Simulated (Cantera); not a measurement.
Mixture: CO : H2 : CH4 : O2 : N2 = 1 : 1.4 : 0.53 : 2.26 : 6.1 (molar parts), at 10.0 bar, adiabatic and at constant volume. Ignition delay is the time to a rise of 400 K.

Model: GRI-Mech 3.0 (53 species, 325 reactions), integrated in Cantera.

Q: What does this change do: O2 2.26 to 0.73 parts?

A: 
| quantity | before | after |
|---|---|---|
| delay at 1225 K | 45.2 µs | 0.143 ms |
| delay at 1325 K | 15.1 µs | 68.2 µs |
| delay at 1425 K | 7.18 µs | 36.9 µs |
| delay at 1525 K | 4.07 µs | 21.2 µs |
| delay at 1625 K | 2.57 µs | 12.7 µs |
| delay at 1725 K | 1.75 µs | 7.96 µs |
| apparent activation energy between 1525 and 1725 K | 92 kJ/mol | 110 kJ/mol |

Q: What does this change do: N2 6.1 to 14 parts?

A: 
```json
[
 {"quantity": "delay at 1225 K", "before": "45.2 µs", "after": "84.4 µs"},
 {"quantity": "delay at 1325 K", "before": "15.1 µs", "after": "29.5 µs"},
 {"quantity": "delay at 1425 K", "before": "7.18 µs", "after": "14.0 µs"},
 {"quantity": "delay at 1525 K", "before": "4.07 µs", "after": "7.81 µs"},
 {"quantity": "delay at 1625 K", "before": "2.57 µs", "after": "4.83 µs"},
 {"quantity": "delay at 1725 K", "before": "1.75 µs", "after": "3.23 µs"},
 {"quantity": "apparent activation energy between 1525 and 1725 K", "before": "92 kJ/mol", "after": "96 kJ/mol"}
]
```
